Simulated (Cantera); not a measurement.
A perfectly stirred reactor is fed with 9.66 % CH4, 7.34 % CO, 12.8 % O2, 70.2 % N2, equivalence ratio 1.8, at 1.78 atm; it is adiabatic with a 700 K inlet, and is followed from long to short residence time, starting on the burning branch (τ in s: 0.19, 0.087, 0.04, 0.019, 0.0087, 0.004, 0.0019, 0.00087, 0.0004, 0.00019, 8.7e-05, 4.1e-05, 1.9e-05).

Detailed kinetics in Cantera: GRI-Mech 3.0 (53 species, 325 reactions).

x: mole fraction; the columns are a selection and need not sum to one.

```json
[
 {"τ (s)": "0.19", "T (K)": "1850", "x CH4": "0.00284", "x CO": "0.109", "x O2": "0.000222", "x C2H2": "0.00175", "x NO": "7.55e-6", "x HCO": "…"},
 {"τ (s)": "0.087", "T (K)": "1853", "x CH4": "0.00362", "x CO": "0.106", "x O2": "0.000422", "x C2H2": "0.00240", "x NO": "6.62e-6", "x HCO": "…"},
 {"τ (s)": "0.040", "T (K)": "1854", "x CH4": "0.00439", "x CO": "0.104", "x O2": "0.000776", "x C2H2": "0.00295", "x NO": "5.86e-6", "x HCO": "…"},
 {"τ (s)": "0.019", "T (K)": "1850", "x CH4": "0.00510", "x CO": "0.103", "x O2": "0.00136", "x C2H2": "0.00332", "x NO": "5.20e-6", "x HCO": "…"},
 {"τ (s)": "0.0087", "T (K)": "1841", "x CH4": "0.00588", "x CO": "0.103", "x O2": "0.00240", "x C2H2": "0.00350", "x NO": "4.45e-6", "x HCO": "…"},
 {"τ (s)": "0.0040", "T (K)": "1821", "x CH4": "0.00685", "x CO": "0.104", "x O2": "0.00431", "x C2H2": "0.00346", "x NO": "3.44e-6", "x HCO": "…"},
 {"τ (s)": "0.0019", "T (K)": "1779", "x CH4": "0.00860", "x CO": "0.107", "x O2": "0.00823", "x C2H2": "0.00316", "x NO": "1.97e-6", "x HCO": "…"},
 {"τ (s)": "0.00087", "T (K)": "700", "x CH4": "0.0966", "x CO": "0.0734", "x O2": "0.128", "x C2H2": "<1e-12", "x NO": "<1e-12", "x HCO": "<1e-12"},
 {"τ (s)": "0.00040", "T (K)": "700", "x CH4": "0.0966", "x CO": "0.0734", "x O2": "0.128", "x C2H2": "<1e-12", "x NO": "<1e-12", "x HCO": "<1e-12"},
 {"τ (s)": "0.00019", "T (K)": "700", "x CH4": "0.0966", "x CO": "0.0734", "x O2": "0.128", "x C2H2": "<1e-12", "x NO": "<1e-12", "x HCO": "<1e-12"},
 {"τ (s)": "8.7e-5", "T (K)": "700", "x CH4": "0.0966", "x CO": "0.0734", "x O2": "0.128", "x C2H2": "<1e-12", "x NO": "<1e-12", "x HCO": "<1e-12"},
 {"τ (s)": "4.1e-5", "T (K)": "700", "x CH4": "0.0966", "x CO": "0.0734", "x O2": "0.128", "x C2H2": "<1e-12", "x NO": "<1e-12", "x HCO": "<1e-12"},
 {"τ (s)": "1.9e-5", "T (K)": "700", "x CH4": "0.0966", "x CO": "0.0734", "x O2": "0.128", "x C2H2": "<1e-12", "x NO": "<1e-12", "x HCO": "<1e-12"}
]
```

Problem. Complete the blanks.

Solution. 
- 0.19, x HCO: 2.43e-8
- 0.087, x HCO: 3.54e-8
- 0.040, x HCO: 5.68e-8
- 0.019, x HCO: 9.72e-8
- 0.0087, x HCO: 1.82e-7
- 0.0040, x HCO: 3.59e-7
- 0.0019, x HCO: 7.21e-7
